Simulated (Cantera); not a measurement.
Charge: 1 mol FeCl₂, 1.5 mol H₂, 0.51 mol N₂, equilibrated at 150 Pa.

Cantera equilibrium calculation (NASA polynomials, part measured and part estimated; ideal gas, pure solids and liquids). Candidate condensed phases: Fe, FeCl₂, FeCl₃, NH₄Cl; 18 gas species. Kinetics and transport are ignored.

x: gas mole fraction; n: condensed amount in mol.

```
T (°C)  x HCl   x H₂  x FeCl₂   x N₂      x Fe       x H  n Fe(α)  n Fe(γ)
------  -----  -----  -------  -----  --------  --------  -------  -------
752     0.421  0.288    0.122  0.169  3.28e-11   6.04e-8    0.633        0
852     0.383  0.307      [?]  0.169       [?]       [?]      [?]        0
952     0.353  0.322    0.156  0.169   7.52e-8   4.57e-6        0    0.531
1052    0.328  0.334    0.168  0.169       [?]       [?]        0    0.494
1152    0.307  0.345    0.178  0.169   1.86e-5  0.000103        0    0.463
1252    0.290  0.353    0.187  0.169  0.000169  0.000363        0    0.437
1352    0.275  0.359    0.194  0.169   0.00116   0.00109        0    0.412
```

**Question.** What belongs in the gaps?

**Answer.** 
- 852, x FeCl₂: 0.141
- 852, x Fe: 2.24e-9
- 852, x H: 6.36e-7
- 852, n Fe(α): 0.576
- 1052, x Fe: 1.46e-6
- 1052, x H: 2.44e-5
